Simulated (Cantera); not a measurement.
Gas mixture: 100 % N2O, at 3680 Torr, frozen composition.

Cantera's kinetic-theory transport with the Lennard-Jones parameters of GRI-Mech 3.0, ideal gas; thermal conductivity in the multicomponent form. The composition is frozen, though it would react at the higher temperatures.

D: mixture-averaged diffusion coefficient of that species in the mixture.

```json
[
 {"T (K)": "400", "ρ (kg/m³)": "6.48", "cp (J/kg/K)": "970.3", "μ (µPa s)": "19.5", "λ (mW/m/K)": "25.3", "Pr": "0.746", "D (cm²/s) OH": "0.0849", "D (cm²/s) CH4": "0.0601", "D (cm²/s) O": "0.0868"},
 {"T (K)": "650", "ρ (kg/m³)": "3.99", "cp (J/kg/K)": "1127", "μ (µPa s)": "29.1", "λ (mW/m/K)": "44.1", "Pr": "0.744", "D (cm²/s) OH": "0.197", "D (cm²/s) CH4": "0.143", "D (cm²/s) O": "0.202"},
 {"T (K)": "900", "ρ (kg/m³)": "2.88", "cp (J/kg/K)": "1227", "μ (µPa s)": "37.1", "λ (mW/m/K)": "61.4", "Pr": "0.741", "D (cm²/s) OH": "0.343", "D (cm²/s) CH4": "0.250", "D (cm²/s) O": "0.351"},
 {"T (K)": "1150", "ρ (kg/m³)": "2.26", "cp (J/kg/K)": "1285", "μ (µPa s)": "44.1", "λ (mW/m/K)": "76.8", "Pr": "0.738", "D (cm²/s) OH": "0.518", "D (cm²/s) CH4": "0.379", "D (cm²/s) O": "0.529"},
 {"T (K)": "1400", "ρ (kg/m³)": "1.85", "cp (J/kg/K)": "1327", "μ (µPa s)": "50.5", "λ (mW/m/K)": "91.0", "Pr": "0.736", "D (cm²/s) OH": "0.719", "D (cm²/s) CH4": "0.528", "D (cm²/s) O": "0.735"},
 {"T (K)": "1650", "ρ (kg/m³)": "1.57", "cp (J/kg/K)": "1359", "μ (µPa s)": "?", "λ (mW/m/K)": "?", "Pr": "0.734", "D (cm²/s) OH": "?", "D (cm²/s) CH4": "?", "D (cm²/s) O": "?"},
 {"T (K)": "1900", "ρ (kg/m³)": "1.37", "cp (J/kg/K)": "1384", "μ (µPa s)": "61.9", "λ (mW/m/K)": "117", "Pr": "0.733", "D (cm²/s) OH": "1.20", "D (cm²/s) CH4": "0.879", "D (cm²/s) O": "1.22"},
 {"T (K)": "2150", "ρ (kg/m³)": "1.21", "cp (J/kg/K)": "1402", "μ (µPa s)": "?", "λ (mW/m/K)": "?", "Pr": "0.732", "D (cm²/s) OH": "?", "D (cm²/s) CH4": "?", "D (cm²/s) O": "?"}
]
```

**Question.** Fill in the missing entries.

**Answer.** 
- 1650, μ (µPa s): 56.4
- 1650, λ (mW/m/K): 104
- 1650, D (cm²/s) OH: 0.945
- 1650, D (cm²/s) CH4: 0.695
- 1650, D (cm²/s) O: 0.967
- 2150, μ (µPa s): 67.2
- 2150, λ (mW/m/K): 129
- 2150, D (cm²/s) OH: 1.47
- 2150, D (cm²/s) CH4: 1.08
- 2150, D (cm²/s) O: 1.50
